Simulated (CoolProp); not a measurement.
Saturation properties of R1123.

The numbers come from the reference Helmholtz-energy equation of state, Akasaka 2020 in CoolProp.

| T (K) | p (kPa) | vapour density (kg/m³) | enthalpy of vaporisation (kJ/kg) | liquid cp (kJ/(kg K)) |
|---|---|---|---|---|
| 260.9 | 744.5 | ? | 184.8 | 1.422 |
| 264.5 | ? | 36.97 | 181.2 | 1.439 |
| 268.1 | 933.0 | 41.39 | 177.4 | 1.458 |
| 271.7 | 1040 | 46.25 | 173.5 | 1.479 |
| 275.3 | 1155 | 51.60 | 169.4 | 1.503 |
| 278.9 | 1279 | 57.49 | 165.2 | 1.529 |
| 282.5 | 1414 | 63.98 | 160.7 | 1.558 |
| 286.1 | 1558 | 71.14 | 156.0 | 1.592 |
| 289.6 | 1709 | 78.84 | 151.3 | 1.629 |
| 293.2 | 1875 | 87.61 | 146.1 | 1.673 |
| 296.8 | 2053 | 97.38 | 140.6 | ? |
| 300.4 | 2243 | 108.3 | 134.7 | 1.787 |

**Question.** Some entries are withheld; supply them.

**Answer.** 
- 260.9, vapour density (kg/m³): 32.96
- 264.5, p (kPa): 834.8
- 296.8, liquid cp (kJ/(kg K)): 1.725

It boils at 211.9 K under 1 atm.
